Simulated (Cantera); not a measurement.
**Gas activation for diamond growth**

An isothermal, constant-pressure homogeneous reactor starts with 5.68 % CH4, 90.6 % H2, 3.69 % H, at 2698 K and 0.0132 atm.

Cantera simulation using GRI-Mech 3.0 (53 species, 325 reactions); the numbers are that mechanism's predictions, not measurements. GRI-Mech 3.0 stops at C3 and has no aromatics, soot or wall deposition, so with more carbon than oxygen in the feed, carbon stays in small species such as C2H2 where larger ones or solid carbon would form. Radical loss at walls, strong at low pressure, is not modelled.

```csv
t (s),x CH4,x H2,x H,x CH2,x C2H6
0.000200,0.0259,0.918,0.0330,0.000493,6.13e-6
0.000743,0.00870,0.921,0.0437,0.000378,9.24e-7
0.00276,0.00102,0.914,0.0582,0.000112,1.65e-8
0.0102,9.49e-5,0.893,0.0806,2.27e-5,1.89e-10
0.0381,1.31e-5,0.841,0.133,9.68e-6,5.25e-12
0.141,2.44e-6,0.725,0.251,8.57e-6,<1e-12
0.525,7.26e-7,0.610,0.367,7.69e-6,<1e-12
1.95,6.41e-7,0.597,0.380,7.59e-6,<1e-12
7.25,6.41e-7,0.597,0.380,7.59e-6,<1e-12
26.9,6.41e-7,0.597,0.380,7.59e-6,<1e-12
100,6.41e-7,0.597,0.380,7.59e-6,<1e-12
```
x: mole fraction; the columns are a selection and need not sum to one.

Equilibrium at this temperature and pressure: CH4 6.44e-7, H2 0.597, H 0.380, CH2 7.62e-6, C2H6 <1e-12 (gas phase only).
